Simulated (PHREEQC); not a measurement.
A column of 0.5 m (40 cells, dispersivity 0.025 m, 3600 s a shift, diffusion coefficient 3e-10 m²/s) holds 0.0031 eq of the database's cation exchanger X per kg of pore water, first in equilibrium with 0.0022 mol/kgw CaCl2, 0.011 mol/kgw CdCl2 and 1e-05 mol/kgw HCl. It is flushed with 1.1 mmol/kgw ZnCl2 and 0.01 mmol/kgw HCl, at 25 °C. Values are for the last cell. The system is closed to CO2. Nothing may precipitate in this run.

All values are PHREEQC results (ion-association model, phreeqc.dat), not measurements.

```csv
pore volumes,Zn in solution (mol/kgw),Cd in solution (mol/kgw),Ca in solution (mol/kgw),Cl in solution (mol/kgw),CdX2 on the exchanger (mol/kgw),CaX2 on the exchanger (mol/kgw)
0,0,0.0110,0.00220,0.0264,0.00109,0.000457
0.4625,1.15e-6,0.0109,0.00219,0.0262,0.00109,0.000457
0.7625,5.66e-5,0.00849,0.00180,0.0207,0.00109,0.000444
1.212,0.000177,…,0.000723,0.00752,0.00107,0.000388
1.512,0.000201,0.00134,0.000376,0.00385,0.00101,…
1.962,0.000309,0.000692,0.000210,0.00243,0.000826,…
2.263,0.000452,0.000512,0.000163,…,0.000648,0.000240
2.712,0.000695,…,0.000105,0.00222,0.000383,0.000154
3.013,0.000829,0.000199,7.30e-5,0.00221,…,0.000106
3.462,…,9.70e-5,3.91e-5,0.00221,0.000119,5.61e-5
3.763,0.00102,5.77e-5,2.48e-5,0.00221,7.07e-5,3.54e-5
4.213,0.00106,…,1.20e-5,0.00221,3.11e-5,1.71e-5
4.513,0.00108,1.45e-5,7.30e-6,0.00221,1.77e-5,1.03e-5
4.963,0.00109,6.12e-6,3.37e-6,0.00221,7.44e-6,4.77e-6
```

**Question.** Some entries are withheld; supply them.

**Answer.** 
- 1.212, Cd in solution (mol/kgw): 0.00285
- 1.512, CaX2 on the exchanger (mol/kgw): 0.000354
- 1.962, CaX2 on the exchanger (mol/kgw): 0.000294
- 2.263, Cl in solution (mol/kgw): 0.00226
- 2.712, Cd in solution (mol/kgw): 0.000303
- 3.013, CdX2 on the exchanger (mol/kgw): 0.000248
- 3.462, Zn in solution (mol/kgw): 0.000964
- 4.213, Cd in solution (mol/kgw): 2.55e-5
